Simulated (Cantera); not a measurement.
Input (Python, Cantera) and output of one run.

```python
import numpy as np
import cantera as ct

gas_names = """
    CL CL2 H HCL H2 Si SiCL SiCL2 SiCL3 SiCL4 SiH SiHCL3 SiH2 SiH2CL2 SiH3 SiH3CL SiH4 Si2 Si3
""".split()
cond_names = """
    Si(cr) Si(L)
""".split()


def load(file, names, dense=False):
    # The tables refer to 1 bar. Condensed volumes are neglected.
    table = {s.name: s for s in ct.Species.list_from_file(file)}
    out = []
    for n in names:
        d = dict(table[n].input_data)
        d["thermo"] = dict(d["thermo"], **{"reference-pressure": 1e5})
        if dense:
            d["equation-of-state"] = {"model": "constant-volume", "density": "1e6 g/cm^3"}
        out.append(ct.Species.from_dict(d))
    return out


gas = ct.Solution(thermo="ideal-gas", species=load("nasa_gas.yaml", gas_names))
cond = {s.name: ct.Solution(thermo="fixed-stoichiometry", species=[s], name=s.name)
        for s in load("nasa_condensed.yaml", cond_names, dense=True)}
atoms = {
    'SiH4': {'Si': 1, 'H': 4},
    'HCl': {'H': 1, 'CL': 1},
    'H2': {'H': 2},
}
top_T = {}  # K; cautious upper limits of use, not melting points


def equilibrate(T, P, feed):
    n = {}
    for name, mol in feed.items():
        for a, k in atoms[name].items():
            n[a] = n.get(a, 0.0) + k * mol
    gas.TPX = T, P, n
    mass = sum(n.values()) * gas.mean_molecular_weight
    gas.equilibrate("TP")
    valid = [c for c in cond.values() if c.min_temp <= T <= top_T.get(c.name, c.max_temp)]
    mix = ct.Mixture([(gas, mass / gas.mean_molecular_weight)] + [(c, 0.0) for c in valid])
    mix.T, mix.P = T, P
    mix.equilibrate("TP", solver="vcs", rtol=1e-11, max_steps=5000)
    return mix


results = []
feed = {'SiH4': 1, 'HCl': 0.069, 'H2': 7.8}  # mol
P = 8200  # Pa
for T in [898, 998, 1098, 1198, 1298, 1398, 1498, 1598, 1698]:
    mix = equilibrate(T, P, feed)
    results.append((T, P, feed, dict(zip(mix.species_names, mix.species_moles))))
    x = sorted(zip(gas.X, gas.species_names), reverse=True)
    print(f"T = {T:g} K  P = {P:g} Pa  gas = {mix.phase_moles(0):.4g} mol")
    print("   x: " + "  ".join(f"{s} {v:.3e}" for v, s in x if v > 0.001))
    print("   condensed (mol): " + ("  ".join(f"{mix.phase(i).name} {mix.phase_moles(i):.4g}"
          for i in range(1, mix.n_phases) if mix.phase_moles(i) > 1e-12) or "none"))
```

Result:

```
T = 898 K  P = 8200 Pa  gas = 9.856 mol
   x: H2 9.962e-01  HCL 2.381e-03
   condensed (mol): Si(cr) 0.9865
T = 998 K  P = 8200 Pa  gas = 9.863 mol
   x: H2 9.945e-01  HCL 4.855e-03
   condensed (mol): Si(cr) 0.9934
T = 1098 K  P = 8200 Pa  gas = 9.868 mol
   x: H2 9.934e-01  HCL 6.401e-03
   condensed (mol): Si(cr) 0.9978
T = 1198 K  P = 8200 Pa  gas = 9.869 mol
   x: H2 9.932e-01  HCL 6.701e-03
   condensed (mol): Si(cr) 0.9987
T = 1298 K  P = 8200 Pa  gas = 9.869 mol
   x: H2 9.931e-01  HCL 6.728e-03
   condensed (mol): Si(cr) 0.9987
T = 1398 K  P = 8200 Pa  gas = 9.869 mol
   x: H2 9.931e-01  HCL 6.716e-03
   condensed (mol): Si(cr) 0.9986
T = 1498 K  P = 8200 Pa  gas = 9.869 mol
   x: H2 9.931e-01  HCL 6.697e-03
   condensed (mol): Si(cr) 0.9985
T = 1598 K  P = 8200 Pa  gas = 9.87 mol
   x: H2 9.930e-01  HCL 6.678e-03
   condensed (mol): Si(cr) 0.9984
T = 1698 K  P = 8200 Pa  gas = 9.872 mol
   x: H2 9.926e-01  HCL 6.662e-03
   condensed (mol): Si(L) 0.9981
```

These are equilibrium values from Cantera (NASA tables, ideal gas, pure condensed phases), not measurements of a reactor. The tables' values for SiCl3 are old estimates; treat these amounts as uncertain. Gases not in the tables: Si2H6 and higher silanes.
